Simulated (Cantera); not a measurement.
An isothermal, constant-pressure homogeneous reactor starts with 73.0 % CH4, 27.0 % H2O, at 1325 K and 11.0 bar.

Cantera simulation using GRI-Mech 3.0 (53 species, 325 reactions); the numbers are that mechanism's predictions, not measurements. GRI-Mech 3.0 stops at C3 and has no aromatics, soot or wall deposition, so with more carbon than oxygen in the feed, carbon stays in small species such as C2H2 where larger ones or solid carbon would form.

Question: Predict: x(CH4) at 90.0 s; x(H2O) at 90.0 s; x(CH2CO) at 90.0 s.

Answer: 
| Quantity | Result |
|---|---|
| x(CH4) at 90.0 s | 0.542 (gas-phase equilibrium 0.296) |
| x(H2O) at 90.0 s | 0.199 (gas-phase equilibrium 0.000493) |
| x(CH2CO) at 90.0 s | 1.26e-6 (gas-phase equilibrium 3.77e-7) |
